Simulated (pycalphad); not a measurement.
An equivalent pycalphad script:

```python
from pycalphad import Database, equilibrium, calculate, variables as v
import numpy as np
db = Database('COST507.tdb')
comps = ['TI', 'C', 'VA']
phases = ['BCC_A2', 'FCC_A1', 'GRAPHITE', 'HCP_A3', 'LIQUID']
eq = equilibrium(db, comps, phases, {v.X('C'): 0.285, v.T: np.arange(3300, 499, -75), v.P: 101325, v.N: 1}, output=['HM', 'SM'])
```

Computed with pycalphad from the COST 507 light-alloy database (1999), at 1 atm. The database dates from 1999; later assessments differ in places, in temperatures and in the compounds included. Phase fractions are per mole of atoms. Diffusion is slow at the low end, where real alloys seldom reach equilibrium.

Results at three of the temperatures:

```
T = 2400.00 K, P = 101325 Pa, N = 1 mol of atoms
G = -196157 J/mol, H = 5799 J/mol, S = 84.15 J/(mol K)  (SER reference)
chemical potentials (J/mol): Ti -171670, C -257591
phase             fraction      x(Ti)       x(C)
FCC_A1              0.8396     0.6782     0.3218
LIQUID              0.1604     0.9075     0.0925
```

```
T = 2025.00 K, P = 101325 Pa, N = 1 mol of atoms
G = -165925 J/mol, H = -9765 J/mol, S = 77.12 J/(mol K)  (SER reference)
chemical potentials (J/mol): Ti -129741, C -256701
phase             fraction      x(Ti)       x(C)
FCC_A1              0.8962     0.6868     0.3132
LIQUID              0.1038     0.9582     0.0418
```

```
T = 1350.00 K, P = 101325 Pa, N = 1 mol of atoms
G = -118936 J/mol, H = -34969 J/mol, S = 62.20 J/(mol K)  (SER reference)
chemical potentials (J/mol): Ti -70276, C -241014
phase             fraction      x(Ti)       x(C)
FCC_A1              0.8360     0.6606     0.3394
BCC_A2              0.1640     0.9926     0.0074
```

Changes of the phase set, refined by bisection:

```tsv
T (°C)	phases above	phases below
2893.7	LIQUID	FCC_A1 + LIQUID
1650 ± 3	FCC_A1 + LIQUID	BCC_A2 + FCC_A1
916.8	BCC_A2 + FCC_A1	FCC_A1 + HCP_A3
```

FCC_A1 is fcc; BCC_A2 is bcc; HCP_A3 is hcp. The fcc model also describes the rock-salt carbide or nitride (TiC, TiN, HfC).
